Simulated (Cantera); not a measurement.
An isothermal, constant-pressure homogeneous reactor starts with CH4 : N2 = 1 : 72 (molar parts), at 2000 K and 0.0760 atm.

Model: GRI-Mech 3.0 (53 species, 325 reactions), integrated in Cantera. GRI-Mech 3.0 stops at C3 and has no aromatics, soot or wall deposition, so with more carbon than oxygen in the feed, carbon stays in small species such as C2H2 where larger ones or solid carbon would form.

x: mole fraction; the columns are a selection and need not sum to one.

```json
[
 {"t (s)": "0.000400", "x CH4": "0.0133", "x C2H6": "1.25e-7", "x H": "[?]", "x C2H2": "7.36e-7", "x CH3": "0.000365"},
 {"t (s)": "0.00103", "x CH4": "0.0125", "x C2H6": "7.99e-7", "x H": "[?]", "x C2H2": "3.19e-5", "x CH3": "0.000880"},
 {"t (s)": "0.00264", "x CH4": "0.00895", "x C2H6": "2.22e-6", "x H": "[?]", "x C2H2": "0.000934", "x CH3": "0.00144"},
 {"t (s)": "0.00678", "x CH4": "0.00310", "x C2H6": "5.84e-7", "x H": "[?]", "x C2H2": "0.00464", "x CH3": "0.000735"},
 {"t (s)": "0.0174", "x CH4": "0.000701", "x C2H6": "5.08e-8", "x H": "[?]", "x C2H2": "0.00625", "x CH3": "0.000219"},
 {"t (s)": "0.0447", "x CH4": "0.000118", "x C2H6": "2.50e-9", "x H": "[?]", "x C2H2": "0.00661", "x CH3": "4.97e-5"},
 {"t (s)": "0.115", "x CH4": "1.44e-5", "x C2H6": "5.39e-11", "x H": "[?]", "x C2H2": "0.00666", "x CH3": "7.44e-6"},
 {"t (s)": "0.295", "x CH4": "5.80e-7", "x C2H6": "<1e-12", "x H": "[?]", "x C2H2": "0.00666", "x CH3": "3.58e-7"},
 {"t (s)": "0.758", "x CH4": "1.28e-7", "x C2H6": "<1e-12", "x H": "[?]", "x C2H2": "0.00666", "x CH3": "9.58e-8"},
 {"t (s)": "1.95", "x CH4": "4.67e-8", "x C2H6": "<1e-12", "x H": "0.000827", "x C2H2": "0.00666", "x CH3": "3.83e-8"},
 {"t (s)": "5.00", "x CH4": "3.64e-8", "x C2H6": "<1e-12", "x H": "0.000832", "x C2H2": "0.00666", "x CH3": "3.00e-8"}
]
```

Task: Fill in the missing entries.

Result: 
- 0.000400, x H: 9.96e-6
- 0.00103, x H: 2.31e-5
- 0.00264, x H: 9.44e-5
- 0.00678, x H: 0.000214
- 0.0174, x H: 0.000314
- 0.0447, x H: 0.000429
- 0.115, x H: 0.000526
- 0.295, x H: 0.000625
- 0.758, x H: 0.000757
